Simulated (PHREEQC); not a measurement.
# Metal-bearing waste water (model solution)

Make-up at 4.7 °C: 74 mmol/kgw MnSO4, 0.85 mmol/kgw H3AsO4, 2.8 mmol/kgw HCl, 29 mmol/kgw Na2SO4 and 2.7 mmol/kgw Ca(OH)2. Closed to the air; pH follows from the charge balance.

Model: ion-association model, wateq4f.dat, run in PHREEQC.

Precipitation was switched off in this run.

**Question.** Estimate the pH, ionic strength.

**Answer.** pH 10.00; ionic strength 0.261 mol/kgw.

**Question.** In which forms is Mn present?

**Answer.** Mn+2 60 %, MnSO4 39 %, MnOH+ 1.1 % of the Mn.

Away from 25 °C the constants follow the database's enthalpies or fits; those with neither stay at their 25 °C values. The database has no arsenate complexes of Ca, Mn.
